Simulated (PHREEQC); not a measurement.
Make-up at 25 °C: 0.21 mol FeCl2, 0.00093 mol CdCl2 and 0.13 mol AlCl3 per kg of water. Closed to the air; pH follows from the charge balance.

Computed with PHREEQC (ion-association model, wateq4f.dat).

- pH: 3.23
- ionic strength: 1.34 mol/kgw
- activity of water: 0.981

| species | molality | activity | log γ |
|---|---|---|---|
| Cl- | 0.776 | 0.454 | -0.233 |
| Fe+2 | 0.176 | 0.0336 | -0.720 |
| Al+3 | 0.129 | 0.00812 | -1.202 |
| FeCl+ | 0.0336 | 0.0211 | -0.204 |
| H+ | 0.000802 | 0.000590 | -0.134 |
| AlOH+2 | 0.000797 | 0.000134 | -0.774 |
| CdCl2 | 0.000399 | 0.000544 | 0.134 |
| CdCl+ | 0.000336 | 0.000287 | -0.068 |
| CdCl3- | 0.000182 | 0.000156 | -0.068 |
| Cd+2 | 1.24e-5 | 6.63e-6 | -0.274 |
| Al(OH)2+ | 2.73e-6 | 1.75e-6 | -0.193 |
| FeOH+ | 2.83e-8 | 1.77e-8 | -0.204 |

This is a speciation only: nothing precipitates in the calculation. Ionic strength above about 0.7 mol/kgw puts this run outside the model's range. Complexes and solids missing from the database can't appear.
